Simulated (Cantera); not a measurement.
## Adiabatic ignition

An adiabatic, constant-volume homogeneous reactor starts with H2 : O2 : N2 = 1 : 0.794 : 2.98 (molar parts), equivalence ratio 0.63, at 1550 K and 5.50 bar.

Model: GRI-Mech 3.0 (53 species, 325 reactions), integrated in Cantera. The hydrogen kinetics of GRI-Mech 3.0 are dated; newer H2 mechanisms differ, most at raised pressure.

```csv
t (s),T (K),P (bar),x H2,x O2,x HO2,x O,x OH
1.00e-6,1550,5.50,0.209,0.166,1.73e-5,2.21e-5,2.03e-5
3.15e-6,2577,8.59,0.0236,0.0634,4.97e-5,0.0209,0.0349
9.92e-6,2977,9.66,0.0109,0.0617,4.05e-5,0.00844,0.0300
3.12e-5,2973,9.64,0.0109,0.0603,3.95e-5,0.00821,0.0295
9.84e-5,2962,9.60,0.0108,0.0570,3.71e-5,0.00771,0.0285
0.000310,2952,9.56,0.0108,0.0536,3.48e-5,0.00720,0.0275
0.000976,2950,9.55,0.0108,0.0531,3.44e-5,0.00713,0.0273
0.00307,2950,9.55,0.0108,0.0531,3.44e-5,0.00713,0.0273
0.00968,2950,9.55,0.0108,0.0531,3.44e-5,0.00713,0.0273
0.0305,2950,9.55,0.0108,0.0531,3.44e-5,0.00713,0.0273
0.0960,2950,9.55,0.0108,0.0531,3.44e-5,0.00713,0.0273
0.302,2950,9.55,0.0108,0.0531,3.44e-5,0.00713,0.0273
0.953,2950,9.55,0.0108,0.0531,3.44e-5,0.00713,0.0273
3.00,2950,9.55,0.0108,0.0531,3.44e-5,0.00713,0.0273
```
x: mole fraction; the columns are a selection and need not sum to one.

| Property | Result |
|---|---|
| time of steepest temperature rise | 2.15 µs |
| temperature at 3.00 s | 2950 K |
| equilibrium temperature | 2950 K |
| x(H2) at 3.00 s | 0.0108 (gas-phase equilibrium 0.0108) |
| x(O2) at 3.00 s | 0.0531 (gas-phase equilibrium 0.0531) |
| x(HO2) at 3.00 s | 3.44e-5 (gas-phase equilibrium 3.44e-5) |
